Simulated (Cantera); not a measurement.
Feed: 1 mol ZrO2, 24 mol H2, 0.056 mol H2O, at 1250 °C and 10.0 Torr.

These are equilibrium values from Cantera (NASA tables, ideal gas, pure condensed phases), not measurements of a reactor. Candidate condensed phases: H2O, Zr, ZrO2; 12 gas species. Kinetics and transport are ignored.

Problem. What is the equilibrium state?

Solution. 
```json
{
 "x(H2)": "0.997",
 "x(H2O)": "0.00233",
 "x(H)": "0.000200",
 "n(ZrO2(tetragonal))": "1.00 mol",
 "gas_amount": "24.06 mol",
 "log10 activity of Zr(β) (absent)": "-11.42"
}
```
